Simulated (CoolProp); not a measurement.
The numbers come from the reference Helmholtz-energy equation of state, Penoncello 2003 in CoolProp.

### Question
For CHF3 (R23), give the phase and the Z, cv (kJ/(kg K)), Joule-Thomson coefficient (K/MPa), expansivity (1/kK) at 132.4 K and 0.236 MPa.

### Answer
- 132.4 K and 0.236 MPa: liquid; Z 0.00907, cv 0.741, Joule-Thomson coefficient -0.369, expansivity 2.03
